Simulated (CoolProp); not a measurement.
Values from CoolProp's reference Helmholtz-energy equation of state, Lemmon 2003. It is a pseudo-pure fit of the blend.

Task: For R407C, give the phase and the cv (kJ/(kg K)) at 99.05 °C and 0.0566 MPa; 173.95 °C and 0.086 MPa; -37.75 °C and 1.15 MPa.

Result: 
- 99.05 °C and 0.0566 MPa: gas; cv 0.845
- 173.95 °C and 0.086 MPa: gas; cv 0.958
- -37.75 °C and 1.15 MPa: liquid; cv 0.844
